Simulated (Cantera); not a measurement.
## Diamond growth

A diamond (100) surface in a fixed gas of H2 with x(CH4) = 0.0044, x(H) = 0.00022, x(CH3) = 2.5e-05, 0.210 bar; coverages are run to steady state.

Detailed kinetics in Cantera: the Harris–Goodwin 1993 mechanism for the reconstructed diamond (100) surface.

```
T (K)  growth (µm/h)  θ c6HH  θ c6H*  θ c6*H   θ c6**    θ c6HM
-----  -------------  ------  ------  ------  -------  --------
925             1.57   0.614  0.0109   0.281  0.00406    0.0709
1000            1.91   0.579  0.0166   0.340  0.00645    0.0425
1075            1.39   0.556  0.0231   0.388  0.00874    0.0165
1150           0.612   0.541  0.0291   0.413   0.0102   0.00376
1225           0.288   0.539  0.0340   0.415   0.0105  0.000712
1300           0.182   0.551  0.0375   0.401   0.0101  0.000139
1375           0.101   0.575  0.0396   0.376  0.00914   2.91e-5
```
θ: site fractions in the mechanism's names (c6HH fully hydrogenated, c6H* and c6*H radical sites, c6** diradical, c6HM methylated).
